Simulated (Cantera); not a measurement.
A jet of 1.55 % H₂, 11.0 % O₂, 87.5 % N₂, equivalence ratio 0.071 at 300 K and 0.0207 atm hits a platinum plate 2.1 cm away at a mass flux of 0.026 kg/m²/s; the plate temperature is set and raised in steps from an oxygen-covered start.

Computed with Cantera and Deutschmann's 1995 Pt surface mechanism with GRI-Mech 3.0 gas chemistry. Catalytic surfaces can have several steady states; this one follows from the mechanism file's or the stated starting coverage.

x: mole fraction at the wall; θ: surface coverage.

| plate T (K) | wall x H₂ | wall x O₂ | wall x H₂O | wall x OH | θ free Pt | θ O* | θ OH* |
|---|---|---|---|---|---|---|---|
| 600 | 0.00418 | 0.0979 | 0.0215 | <1e-8 | 0.0702 | 0.927 | ? |
| 650 | 0.00414 | 0.0979 | 0.0214 | <1e-8 | 0.0747 | 0.924 | ? |
| 700 | 0.00390 | 0.0976 | 0.0217 | <1e-8 | 0.0847 | 0.914 | ? |
| 750 | 0.00328 | 0.0970 | 0.0228 | <1e-8 | 0.111 | 0.888 | ? |
| 800 | 0.00255 | 0.0963 | 0.0240 | <1e-8 | 0.158 | 0.841 | ? |
| 850 | 0.00199 | 0.0958 | 0.0249 | 1.77e-8 | 0.219 | 0.780 | ? |

Q: What belongs in the gaps?

A: 
- 600, θ OH*: 0.00242
- 650, θ OH*: 0.00163
- 700, θ OH*: 0.00120
- 750, θ OH*: 0.00100
- 800, θ OH*: 0.000895
- 850, θ OH*: 0.000801
